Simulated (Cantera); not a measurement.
## Reactions in the system Ca-F-S

Cantera with NASA thermochemical tables; ideal gases at 1 bar, condensed phases pure. Values are per mole of reaction as written; species without (g) are pure solids or liquids, kept so even where they would boil at 1 bar.

SF4(g) + Ca(g) ⇌ CaS + 2 F2(g)

```csv
T (K),ΔH° (kJ),ΔS° (J/K),ΔG° (kJ),log10 K
300,112.2,7.7,109.9,-19.13
973,115.3,14.0,101.7,-5.46
1173,116.1,14.7,98.9,-4.40
1373,117.1,15.5,95.8,-3.65
1573,118.3,16.3,92.7,-3.08
1773,119.6,17.1,89.3,-2.63
1973,121.1,17.9,85.8,-2.27
2173,122.7,18.7,82.2,-1.98
```
